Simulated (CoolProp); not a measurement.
Computed with CoolProp (reference Helmholtz-energy equation of state, Lemmon 2006). It is a short technical equation, of lower accuracy than the large ones.

**Question.** For C2F6 (R116), give the phase and the speed of sound (m/s), Joule-Thomson coefficient (K/MPa), expansivity (1/kK) at 196.5 K and 857 kPa; 196.5 K and 15200 kPa.

**Answer.** 
- 196.5 K and 857 kPa: liquid; speed of sound 558, Joule-Thomson coefficient -0.303, expansivity 2.76
- 196.5 K and 15200 kPa: liquid; speed of sound 640, Joule-Thomson coefficient -0.375, expansivity 2.20
